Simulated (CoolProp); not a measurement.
A simple Rankine cycle with n-pentane: condensing at 305.15 K, boiler at 1.56 MPa, turbine inlet 437.1 K, turbine efficiency 0.65, pump efficiency 0.6, no recuperator. Each further row changes one setting.

The numbers come from the reference Helmholtz-energy equation of state, Thol 2019 in CoolProp.

```json
[
 {"case": "as stated", "thermal efficiency (%)": "12.6", "net work (kJ/kg)": "73.2", "heat in (kJ/kg)": "579", "turbine exit temperature (K)": "(withheld)", "volume ratio over the turbine": "20.3"},
 {"case": "turbine inlet 457.1 K", "thermal efficiency (%)": "12.5", "net work (kJ/kg)": "78.9", "heat in (kJ/kg)": "632", "turbine exit temperature (K)": "404.4", "volume ratio over the turbine": "19.4"},
 {"case": "condensing temperature 297.15 K", "thermal efficiency (%)": "13.5", "net work (kJ/kg)": "80.8", "heat in (kJ/kg)": "598", "turbine exit temperature (K)": "377.7", "volume ratio over the turbine": "27.0"},
 {"case": "boiler pressure 1.09 MPa", "thermal efficiency (%)": "(withheld)", "net work (kJ/kg)": "68.3", "heat in (kJ/kg)": "597", "turbine exit temperature (K)": "392.8", "volume ratio over the turbine": "13.0"},
 {"case": "turbine efficiency 0.55", "thermal efficiency (%)": "10.6", "net work (kJ/kg)": "61.3", "heat in (kJ/kg)": "579", "turbine exit temperature (K)": "387.6", "volume ratio over the turbine": "(withheld)"}
]
```

Question: What belongs in the gaps?

Answer: 
- as stated, turbine exit temperature (K): 381.8
- boiler pressure 1.09 MPa, thermal efficiency (%): 11.4
- turbine efficiency 0.55, volume ratio over the turbine: 20.6
